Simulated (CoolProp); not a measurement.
Saturation properties of dimethyl carbonate (Tc = 557.0 K, pc = 4909 kPa, ω = 0.346).

Model: reference Helmholtz-energy equation of state, Zhou 2011, in CoolProp.

```
T (K)  p (kPa)  enthalpy of vaporisation (kJ/kg)  surface tension (mN/m)
-----  -------  --------------------------------  ----------------------
324.2    24.32                             402.0                    24.5
344      52.63                             388.8                    21.7
363.8    103.1                             375.3                    18.9
383.7    186.6                             361.0                    16.3
403.5    314.7                             346.0                    13.8
423.3    501.9                             329.8                    11.4
443.1    764.2                             312.0                    9.08
463       1121                             292.0                    6.96
482.8     1591                             269.0                    5.01
502.6     2198                             241.4                    3.25
522.4     2975                             205.3                    1.73
542.2     3968                             149.8                   0.533
```

It boils at 363.3 K under 1 atm.

Surface tension comes from a separate correlation (Mulero 2014).
